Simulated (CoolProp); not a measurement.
Vapour-liquid equilibrium of methanol (1) + dimethyl carbonate (2) at 32.8 kPa; x and y are mole fractions of (1).

Values from CoolProp's multi-fluid Helmholtz-energy mixture model, de Reuck 1993 and Zhou 2011; pair parameters Bell 2016.

| x | bubble temperature (°C) | y at the bubble point | dew temperature at overall composition x (°C) | liquid density (mol/L) |
|---|---|---|---|---|
| 0.05 | 51.8 | 0.258 | 57.2 | 11.71 |
| 0.2 | 42.7 | 0.554 | 53.4 | 12.89 |
| 0.35 | 39.4 | 0.654 | 49.2 | 14.21 |
| 0.5 | 38.0 | 0.705 | 44.5 | 15.76 |
| 0.65 | 37.3 | 0.745 | 39.5 | 17.65 |
| 0.8 | 37.0 | 0.801 | 37.0 | 20.01 |
| 0.95 | 37.6 | 0.923 | 37.8 | 22.99 |

y crosses x between x = 0.8 and 0.95: the model has an azeotrope there.

Pair parameters are fitted to limited data, so mixtures are less certain than the pure fluids.
